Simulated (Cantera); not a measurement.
Input: 1 mol Fe3O4, 0.23 mol Cl2, held at 10.0 Torr.

Equilibrium computed with Cantera from the NASA thermochemical tables; the gas is ideal and each condensed phase is pure. Candidate condensed phases: Fe, FeCl2, FeCl3, FeO, Fe2O3, Fe3O4; 13 gas species. Mutual solubility and eutectic melting of coexisting phases are not modelled. Rates play no part.

log p: log10 of the partial pressure in bar; n: condensed amount in mol.

| T (K) | log p FeCl2 | log p O2 | log p FeCl3 | log p Cl | log p Cl2 | log p Fe2Cl4 | log p ClO | n Fe2O3(s) | n Fe3O4(s) |
|---|---|---|---|---|---|---|---|---|---|
| 1173 | -2.00 | -6.83 | -2.49 | -4.54 | -4.18 | -4.04 | -9.34 | 0.817 | 0.387 |
| 1198 | -1.99 | -6.39 | -2.53 | -4.37 | -4.07 | -4.15 | -8.97 | 0.823 | 0.383 |
| 1223 | -1.98 | -5.97 | -2.57 | -4.21 | -3.97 | -4.26 | -8.62 | 0.827 | 0.379 |
| 1248 | -1.97 | -5.57 | -2.61 | -4.06 | -3.88 | -4.37 | -8.28 | 0.831 | 0.377 |
| 1273 | -1.97 | -5.18 | -2.65 | -3.91 | -3.79 | -4.47 | -7.96 | 0.834 | 0.375 |
| 1298 | -1.96 | -4.81 | -2.69 | -3.77 | -3.70 | -4.57 | -7.65 | 0.834 | 0.374 |
| 1323 | -1.96 | [?] | -2.73 | [?] | [?] | [?] | [?] | 0.833 | 0.375 |
| 1348 | -1.96 | -4.11 | -2.77 | -3.50 | -3.55 | -4.78 | -7.07 | 0.828 | 0.379 |
| 1373 | -1.96 | -3.78 | -2.82 | -3.38 | -3.48 | -4.88 | -6.80 | 0.816 | 0.386 |
| 1398 | -1.97 | -3.46 | -2.87 | -3.26 | -3.42 | -4.99 | -6.54 | 0.793 | 0.402 |
| 1423 | -1.99 | -3.16 | -2.93 | -3.15 | -3.36 | -5.11 | -6.29 | 0.747 | 0.433 |
| 1448 | -2.02 | [?] | [?] | [?] | -3.33 | [?] | [?] | [?] | [?] |
| 1473 | -2.08 | -2.57 | -3.14 | -2.98 | -3.32 | -5.47 | -5.86 | 0.449 | 0.634 |
| 1498 | -2.18 | -2.33 | -3.34 | -2.93 | -3.39 | -5.76 | -5.71 | 0 | 0.935 |

Question: Complete the blanks.

Answer: 
- 1323, log p O2: -4.45
- 1323, log p Cl: -3.63
- 1323, log p Cl2: -3.62
- 1323, log p Fe2Cl4: -4.67
- 1323, log p ClO: -7.36
- 1448, log p O2: -2.86
- 1448, log p FeCl3: -3.01
- 1448, log p Cl: -3.05
- 1448, log p Fe2Cl4: -5.26
- 1448, log p ClO: -6.06
- 1448, n Fe2O3(s): 0.654
- 1448, n Fe3O4(s): 0.496
